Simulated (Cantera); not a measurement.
Feed: 1 mol PbO, 5.1 mol CH4, 0.19 mol CO, at 2473 K and 470000 Pa.

These are equilibrium values from Cantera (NASA tables, ideal gas, pure condensed phases), not measurements of a reactor. Candidate condensed phases: C, C6H6, C7H8, C8H18, H2O, Pb, PbO, PbO2, Pb3O4; 113 gas species. Kinetics and transport are ignored.

Base state: H2 0.806, CO 0.0957, Pb 0.0803, H 0.00924, C2H2 (acetylene) 0.00777, CH4 0.000479, CH3 9.93e-5, Pb2 6.81e-5 (mole fractions); condensed: C(graphite).

Problem. What changes in the equilibrium state with this change: PbO replaced by Fe2O3?

Solution. 
```
species             before     after
----------------  --------  --------
H2                   0.806     0.742
CO                  0.0957     0.236
H                  0.00924   0.00886
Pb                  0.0803         0
Fe                       0   0.00538
Pb2                6.81e-5         0
H2O                9.43e-6   2.14e-5
C2H4               2.36e-5   2.00e-5
CH4               0.000479  0.000406
CH3                9.93e-5   8.77e-5
C(graphite), mol      3.90      1.90
Fe(l), mol               0      1.93
```
Iron dissolves carbon and melts from about 1420 K in contact with it, which pure phases cannot show. Condensed phases not in the tables: cementite and carbon dissolved in iron. Further candidate phases: Fe, Fe(CO)5, FeO, Fe(OH)2, Fe(OH)3, Fe2O3, Fe3O4.
